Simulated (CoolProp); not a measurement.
Dimethyl carbonate along the isobar 18.7 MPa: density (kg/m³) from the reference equation and from simpler models built on Tc = 283.9 °C, pc = 4.909 MPa, ω = 0.346; each cubic takes its own stable root.

Computed with CoolProp (reference Helmholtz-energy equation of state, Zhou 2011).

```
T (°C)          phase  reference
------  -------------  ---------
230.85         liquid      806.7
237.25         liquid      796.7
243.65         liquid      786.5
250.05         liquid      776.2
256.45         liquid      765.6
262.85         liquid      754.8
269.25         liquid      743.8
275.65         liquid      732.5
282.05         liquid      720.9
288.45  supercritical      709.0
294.85  supercritical      696.7
301.25  supercritical      684.1
307.65  supercritical      671.2
314.05  supercritical      658.0
320.45  supercritical      644.4
326.85  supercritical      630.5
```

How far does each simpler model (van der Waals, Redlich-Kwong, Soave-Redlich-Kwong, Peng-Robinson) lie from the reference over these 16 states: mean and median of the absolute difference, and the worst?


- van der Waals: mean 29.6 %, median 30.1 %, worst -33.4 % at 230.85 °C and 18.7 MPa
- Redlich-Kwong: mean 10.8 %, median 11.1 %, worst -12.0 % at 230.85 °C and 18.7 MPa
- Soave-Redlich-Kwong: mean 10.8 %, median 10.9 %, worst -11.3 % at 320.45 °C and 18.7 MPa
- Peng-Robinson: mean 1.0 %, median 0.9 %, worst -2.2 % at 326.85 °C and 18.7 MPa
